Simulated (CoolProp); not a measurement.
Values from CoolProp's reference Helmholtz-energy equation of state, Span 2000.

Problem. Give the vapour pressure (MPa), liquid density (kg/m³), liquid cp (kJ/(kg K)), vapour Z of saturated nitrogen at -179.45, -159.15 °C.

Solution. 
```tsv
T (°C)	p (MPa)	liquid density (kg/m³)	liquid cp (kJ/(kg K))	vapour Z
-179.45	0.489	725	2.19	0.870
-159.15	1.84	588	3.11	0.665
```
